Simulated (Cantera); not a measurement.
# Gas-phase reforming

An isothermal, constant-pressure homogeneous reactor starts with CH₄ : H₂O = 1 : 3.6 (molar parts), at 1500 K and 1800000 Pa.

Model: GRI-Mech 3.0 (53 species, 325 reactions), integrated in Cantera. The pressure lies above the range GRI-Mech 3.0 was tuned for (to about 10 atm).

```json
[
 {"t (s)": "3.00e-5", "x CH₄": "0.217", "x H₂O": "0.783", "x O₂": "<1e-12", "x CO₂": "<1e-12", "x HCO": "<1e-12", "x CH₃": "2.94e-5"},
 {"t (s)": "0.000172", "x CH₄": "0.217", "x H₂O": "0.783", "x O₂": "<1e-12", "x CO₂": "2.73e-11", "x HCO": "2.29e-12", "x CH₃": "3.47e-5"},
 {"t (s)": "0.000985", "x CH₄": "0.215", "x H₂O": "0.782", "x O₂": "2.47e-12", "x CO₂": "2.06e-8", "x HCO": "3.96e-11", "x CH₃": "4.67e-5"},
 {"t (s)": "0.00565", "x CH₄": "0.204", "x H₂O": "0.777", "x O₂": "1.69e-11", "x CO₂": "5.42e-6", "x HCO": "9.90e-11", "x CH₃": "4.78e-5"},
 {"t (s)": "0.0324", "x CH₄": "0.162", "x H₂O": "0.748", "x O₂": "5.39e-12", "x CO₂": "0.000268", "x HCO": "1.16e-10", "x CH₃": "3.39e-5"},
 {"t (s)": "0.185", "x CH₄": "0.115", "x H₂O": "0.694", "x O₂": "2.41e-12", "x CO₂": "0.00714", "x HCO": "4.61e-10", "x CH₃": "2.59e-5"},
 {"t (s)": "1.06", "x CH₄": "0.115", "x H₂O": "0.609", "x O₂": "1.21e-12", "x CO₂": "0.0267", "x HCO": "1.44e-9", "x CH₃": "2.08e-5"},
 {"t (s)": "6.09", "x CH₄": "0.0758", "x H₂O": "0.500", "x O₂": "<1e-12", "x CO₂": "0.0355", "x HCO": "4.16e-9", "x CH₃": "1.11e-5"},
 {"t (s)": "34.9", "x CH₄": "0.0221", "x H₂O": "0.399", "x O₂": "<1e-12", "x CO₂": "0.0351", "x HCO": "8.11e-9", "x CH₃": "2.79e-6"},
 {"t (s)": "200", "x CH₄": "0.000298", "x H₂O": "0.361", "x O₂": "<1e-12", "x CO₂": "0.0337", "x HCO": "9.94e-9", "x CH₃": "3.60e-8"}
]
```
x: mole fraction; the columns are a selection and need not sum to one.

Equilibrium at this temperature and pressure: CH₄ 5.31e-5, H₂O 0.360, O₂ <1e-12, CO₂ 0.0336, HCO 9.98e-9, CH₃ 6.42e-9 (gas phase only).
